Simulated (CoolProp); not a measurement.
The fluid at 293.15 K and 0.0391 MPa is compressed adiabatically to 0.224 MPa with isentropic efficiency 1. The same conditions are run with several fluids, on thermodynamics alone (safety and materials aside).

Model: reference Helmholtz-energy equation of state of each fluid (R141b: Lemmon 2006; vinyl chloride: Thol 2022; normal hydrogen: Leachman 2009; cyclopropane: Polt 1992; chloromethane (R40): Thol 2014), in CoolProp. The equations of Platzer and Polt are older, rougher fits.

```tsv
fluid	work (kJ/kg)	final temperature (K)	final density (kg/m³)
R141b	38.3	[?]	9.62
vinyl chloride	[?]	[?]	4.54
normal hydrogen	2740	482.7	0.112
cyclopropane	[?]	370.9	3.11
chloromethane (R40)	[?]	407.7	3.38
```

Q: Some entries are withheld; supply them.

A: 
- R141b, final temperature (K): 346.3
- vinyl chloride, work (kJ/kg): 76.8
- vinyl chloride, final temperature (K): 378.2
- cyclopropane, work (kJ/kg): 113
- chloromethane (R40), work (kJ/kg): 99.4
